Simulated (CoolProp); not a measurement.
Computed with CoolProp (reference Helmholtz-energy equation of state, Kamei 1995).

Task: For R22, give the phase and the cp (kJ/(kg K)), isothermal compressibility (1/MPa) at -70.95 °C and 22.2 MPa.

Result: 
- -70.95 °C and 22.2 MPa: liquid; cp 1.04, isothermal compressibility 0.000890
